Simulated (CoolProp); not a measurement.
Properties of ethanol along the isotherm 620 K.

Values from CoolProp's reference Helmholtz-energy equation of state, Schroeder 2014.

| p (bar) | phase | isothermal compressibility (1/MPa) | conductivity (mW/(m K)) | fugacity coefficient |
|---|---|---|---|---|
| 9.4 | gas | 1.084 | 55.0 | 0.9819 |
| 18.8 | gas | 0.5529 | 56.7 | 0.9639 |
| 28.2 | gas | 0.3766 | 58.5 | 0.9460 |
| 37.6 | gas | 0.2892 | 60.5 | 0.9283 |
| 47 | gas | 0.2375 | 62.7 | 0.9106 |
| 56.4 | gas | 0.2037 | 65.1 | 0.8930 |
| 65.8 | supercritical | 0.1804 | 67.8 | 0.8754 |
| 75.2 | supercritical | 0.1636 | 70.6 | 0.8578 |
| 84.6 | supercritical | 0.1513 | 73.8 | 0.8402 |
| 94 | supercritical | 0.1421 | 77.2 | 0.8225 |

Thermal conductivity comes from a separate model (Assael 2013).
